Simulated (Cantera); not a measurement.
Input (Python, Cantera):

```python
import numpy as np
import cantera as ct

gas = ct.Solution("gri30.yaml")
gas.TPX = 1000, 1700000, {'C3H8': 1, 'O2': 2.94, 'N2': 11.1, 'H2O': 2.2}
reactor = ct.IdealGasConstPressureReactor(gas, energy="on", clone=False)
net = ct.ReactorNet([reactor])
net.rtol, net.atol = 1e-08, 1e-16
show = ['C3H8', 'O2', 'H2O', 'H', 'H2', 'N2O', 'CH2']
times = np.geomspace(6e-06, 3, 15)

steps = ct.SolutionArray(gas, extra=["t"])
rows = []
print(f"{'t/s':>10s}{'T/K':>9s}{'P/Pa':>11s}" + "".join(f"{s:>11s}" for s in show))
for t in times:
    while net.time < t:
        t_next = net.step()
        steps.append(gas.state, t=t_next)
    rows.append([np.interp(t, steps.t, y) for y in (steps.T, steps.P, *steps(*show).X.T)])
    print(f"{t:10.3e}{rows[-1][0]:9.1f}{rows[-1][1]:11.4g}" + "".join(f"{x:11.3e}" for x in rows[-1][2:]))
rate = np.gradient(steps.T, steps.t)
print("integrator steps:", len(steps.t))
if steps.T.max() > steps.T[0] + 200:
    print(f"time of steepest temperature rise: {steps.t[rate.argmax()]:.4e} s")
gas.TPX = 1000, 1700000, {'C3H8': 1, 'O2': 2.94, 'N2': 11.1, 'H2O': 2.2}
gas.equilibrate("HP")
print(f"equilibrium (HP): T = {gas.T:.1f} K  " + "  ".join(f"{s} {gas[s].X[0]:.3e}" for s in show))
```

It prints:

```
       t/s      T/K       P/Pa       C3H8         O2        H2O          H         H2        N2O        CH2
 6.000e-06   1000.0    1.7e+06  5.800e-02  1.705e-01  1.276e-01  3.527e-14  3.646e-12  4.050e-17  6.229e-20
 1.532e-05   1000.0    1.7e+06  5.800e-02  1.705e-01  1.276e-01  6.043e-14  1.329e-11  2.591e-16  4.721e-19
 3.911e-05   1000.0    1.7e+06  5.800e-02  1.705e-01  1.276e-01  1.538e-13  6.740e-11  1.593e-15  3.860e-18
 9.985e-05   1000.0    1.7e+06  5.800e-02  1.705e-01  1.276e-01  5.539e-13  5.144e-10  8.952e-15  3.625e-17
 2.549e-04   1000.0    1.7e+06  5.800e-02  1.705e-01  1.276e-01  2.081e-12  4.897e-09  4.284e-14  3.414e-16
 6.509e-04   1000.0    1.7e+06  5.799e-02  1.705e-01  1.276e-01  4.755e-12  3.651e-08  1.661e-13  1.476e-15
 1.662e-03   1000.0    1.7e+06  5.796e-02  1.705e-01  1.276e-01  6.435e-12  1.637e-07  5.416e-13  2.377e-15
 4.243e-03    999.9    1.7e+06  5.786e-02  1.705e-01  1.276e-01  8.708e-12  5.898e-07  1.681e-12  3.155e-15
 1.083e-02    999.6    1.7e+06  5.756e-02  1.704e-01  1.276e-01  1.664e-11  2.325e-06  5.847e-12  5.195e-15
 2.766e-02    999.4    1.7e+06  5.623e-02  1.699e-01  1.278e-01  1.045e-10  1.835e-05  3.311e-11  2.549e-14
 7.061e-02   2213.1    1.7e+06  5.973e-28  4.159e-07  2.077e-01  4.622e-04  9.731e-02  2.991e-09  1.049e-12
 1.803e-01   2213.1    1.7e+06  5.969e-28  4.160e-07  2.077e-01  4.622e-04  9.731e-02  2.922e-09  1.049e-12
 4.602e-01   2213.1    1.7e+06  5.969e-28  4.160e-07  2.077e-01  4.622e-04  9.731e-02  2.922e-09  1.049e-12
 1.175e+00   2213.1    1.7e+06  5.969e-28  4.160e-07  2.077e-01  4.622e-04  9.731e-02  2.922e-09  1.049e-12
 3.000e+00   2213.1    1.7e+06  5.969e-28  4.160e-07  2.077e-01  4.622e-04  9.731e-02  2.922e-09  1.049e-12
integrator steps: 2752
time of steepest temperature rise: 4.4865e-02 s
equilibrium (HP): T = 2213.1 K  C3H8 7.366e-28  O2 4.160e-07  H2O 2.077e-01  H 4.622e-04  H2 9.731e-02  N2O 2.922e-09  CH2 1.155e-12
```

Cantera simulation using GRI-Mech 3.0 (53 species, 325 reactions); the numbers are that mechanism's predictions, not measurements. GRI-Mech 3.0 was tuned for natural gas; its chemistry of propane as a main component is partial and can be far from experiment. The pressure lies above the range GRI-Mech 3.0 was tuned for (to about 10 atm).
